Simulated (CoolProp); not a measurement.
A simple Rankine cycle with benzene: condensing at 323.15 K, boiler at 0.166 MPa, turbine inlet 375.1 K, turbine efficiency 0.65, pump efficiency 0.8, no recuperator. Each further row changes one setting.

Computed with CoolProp (reference Helmholtz-energy equation of state, Thol 2012).

| case | thermal efficiency (%) | net work (kJ/kg) | heat in (kJ/kg) | turbine exit temperature (K) | volume ratio over the turbine |
|---|---|---|---|---|---|
| as stated | 7.5 | 35.8 | 476 | ___ | 4.35 |
| turbine inlet 395.1 K | 7.5 | 38.1 | ___ | 364.3 | 4.35 |
| condensing temperature 315.15 K | 8.7 | ___ | 490 | ___ | ___ |
| boiler pressure 0.116 MPa | ___ | 28.0 | 478 | 351.5 | ___ |
| turbine efficiency 0.55 | 6.4 | 30.2 | 476 | 348.2 | ___ |

Fill in the missing entries.


- as stated, turbine exit temperature (K): 343.8
- turbine inlet 395.1 K, heat in (kJ/kg): 505
- condensing temperature 315.15 K, net work (kJ/kg): 42.7
- condensing temperature 315.15 K, turbine exit temperature (K): 337.8
- condensing temperature 315.15 K, volume ratio over the turbine: 5.86
- boiler pressure 0.116 MPa, thermal efficiency (%): 5.9
- boiler pressure 0.116 MPa, volume ratio over the turbine: 3.06
- turbine efficiency 0.55, volume ratio over the turbine: 4.41
